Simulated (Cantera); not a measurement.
## Ignition delay

Mixture: 11.8 % CH3OH, 18.0 % O2, 70.2 % N2, equivalence ratio 0.98, at 54000 Pa, adiabatic and at constant volume. Ignition delay is the time to a rise of 400 K.

Cantera simulation using GRI-Mech 3.0 (53 species, 325 reactions); the numbers are that mechanism's predictions, not measurements. GRI-Mech 3.0 was tuned for natural gas; its chemistry of methanol as a main component is partial and can be far from experiment.

```tsv
T0 (K)	delay (ms)
1200	16.4
1275	5.18
1350	1.89
1425	0.784
1500	0.365
```

```
Item                                                    Result
--------------------------------------------------  ----------
apparent activation energy between 1350 and 1500 K  180 kJ/mol
```
